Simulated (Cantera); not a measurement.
**Premixed flame**

A freely propagating, adiabatic, planar premixed flame of H2 : O2 : N2 = 0.76 : 0.179 : 0.571 (molar parts), equivalence ratio 2.1, unburnt at 550 K and 0.987 atm; mixture-averaged transport, grid criteria slope 0.08 and curve 0.16, no radiation.

Cantera simulation using the H2/O2 subset of GRI-Mech 3.0, which has no nitrogen chemistry; the numbers are that mechanism's predictions, not measurements. Burning velocities carry a grid error of a few per cent, more on coarse grids.

```json
[
 {"z (mm)": "-1.30", "T (K)": "550", "u (m/s)": "8.55", "x H2": "0.503", "x O2": "0.119", "x OH": "<1e-8", "x H2O2": "<1e-8", "x HO2": "<1e-8", "x O": "<1e-8"},
 {"z (mm)": "-0.864", "T (K)": "550", "u (m/s)": "8.55", "x H2": "0.503", "x O2": "0.119", "x OH": "<1e-8", "x H2O2": "<1e-8", "x HO2": "<1e-8", "x O": "<1e-8"},
 {"z (mm)": "-0.648", "T (K)": "550", "u (m/s)": "8.55", "x H2": "0.503", "x O2": "0.119", "x OH": "<1e-8", "x H2O2": "<1e-8", "x HO2": "<1e-8", "x O": "<1e-8"},
 {"z (mm)": "-0.432", "T (K)": "550", "u (m/s)": "8.55", "x H2": "0.503", "x O2": "0.119", "x OH": "<1e-8", "x H2O2": "<1e-8", "x HO2": "5.32e-7", "x O": "<1e-8"},
 {"z (mm)": "-0.216", "T (K)": "574", "u (m/s)": "8.88", "x H2": "0.500", "x O2": "0.119", "x OH": "8.14e-5", "x H2O2": "4.47e-6", "x HO2": "0.000267", "x O": "1.24e-5"},
 {"z (mm)": "-0.108", "T (K)": "814", "u (m/s)": "12.3", "x H2": "0.466", "x O2": "0.112", "x OH": "0.000677", "x H2O2": "1.18e-5", "x HO2": "0.000173", "x O": "0.000329"},
 {"z (mm)": "0", "T (K)": "1236", "u (m/s)": "18.1", "x H2": "0.357", "x O2": "0.0715", "x OH": "0.00235", "x H2O2": "1.94e-6", "x HO2": "6.93e-5", "x O": "0.00334"},
 {"z (mm)": "0.108", "T (K)": "1514", "u (m/s)": "22.0", "x H2": "0.263", "x O2": "0.0175", "x OH": "0.00421", "x H2O2": "9.50e-7", "x HO2": "1.66e-5", "x O": "0.00338"},
 {"z (mm)": "0.216", "T (K)": "1632", "u (m/s)": "23.6", "x H2": "0.243", "x O2": "0.00317", "x OH": "0.00457", "x H2O2": "5.76e-7", "x HO2": "2.87e-6", "x O": "0.00189"},
 {"z (mm)": "0.432", "T (K)": "1747", "u (m/s)": "25.1", "x H2": "0.248", "x O2": "0.000687", "x OH": "0.00502", "x H2O2": "3.77e-7", "x HO2": "6.28e-7", "x O": "0.00139"},
 {"z (mm)": "0.864", "T (K)": "1868", "u (m/s)": "26.6", "x H2": "0.259", "x O2": "0.000453", "x OH": "0.00518", "x H2O2": "2.23e-7", "x HO2": "4.10e-7", "x O": "0.00106"},
 {"z (mm)": "1.73", "T (K)": "1988", "u (m/s)": "28.0", "x H2": "0.269", "x O2": "0.000287", "x OH": "0.00485", "x H2O2": "1.19e-7", "x HO2": "2.68e-7", "x O": "0.000694"},
 {"z (mm)": "3.45", "T (K)": "2095", "u (m/s)": "29.3", "x H2": "0.279", "x O2": "0.000155", "x OH": "0.00406", "x H2O2": "6.14e-8", "x HO2": "1.58e-7", "x O": "0.000386"}
]
```
x: mole fraction of selected species; z is measured from the peak of heat release.

```json
{
  "laminar_burning_velocity": "855 cm/s",
  "thermal_thickness": "0.432 mm",
  "peak x(OH)": "0.00519",
  "peak x(H2O2)": "1.35e-5",
  "peak x(HO2)": "0.000306",
  "peak x(O)": "0.00416"
}
```
